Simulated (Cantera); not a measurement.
Feed: 1 mol B2O3, 3 mol NF3, 11 mol O2, equilibrated at 1400 K and 0.00370 bar.

These are equilibrium values from Cantera (NASA tables, ideal gas, pure condensed phases), not measurements of a reactor. Candidate condensed phases: B, BN, B2O3; 31 gas species. The numbers say what is thermodynamically allowed, not how fast it happens.

Base state: O2 0.658, F 0.158, BF3 0.105, N2 0.0787, NO 0.000405, F2 3.22e-5, O 1.26e-5 (mole fractions); condensed: gas only.

Problem. What changes in the equilibrium state with this change: NF3 from 3 to 4.1 mol?

Solution. 
| species | before | after |
|---|---|---|
| O2 | 0.658 | 0.547 |
| F | 0.158 | 0.276 |
| N2 | 0.0787 | 0.0895 |
| BF3 | 0.105 | 0.0875 |
| F2 | 3.22e-5 | 9.83e-5 |
| O | 1.26e-5 | 1.15e-5 |
| NO | 0.000405 | 0.000394 |
